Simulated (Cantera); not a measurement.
A closed system holds: 1 mol S, 0.013 mol SO₂, 2.8 mol H₂, held at 1 atm.

Equilibrium computed with Cantera from the NASA thermochemical tables; the gas is ideal and each condensed phase is pure. Candidate condensed phases: H₂O, H₂SO₄, S; 19 gas species. The numbers say what is thermodynamically allowed, not how fast it happens. All values below are at 1777 °C.

Base state: H₂ 0.757, H₂S 0.119, S₂ 0.0913, SH 0.0209, H₂O 0.00822, H 0.00196, S 0.00131, SO 7.97e-5 (mole fractions); condensed: gas only.

What changes in the equilibrium state with this change: H₂ from 2.8 to 0.97 mol?


```csv
species,before,after
H₂,0.757,0.525
S₂,0.0913,0.278
H₂S,0.119,0.144
H₂O,0.00822,0.0182
SH,0.0209,0.0304
SO₂,1.56e-6,2.80e-5
S₂O,9.52e-6,9.29e-5
```
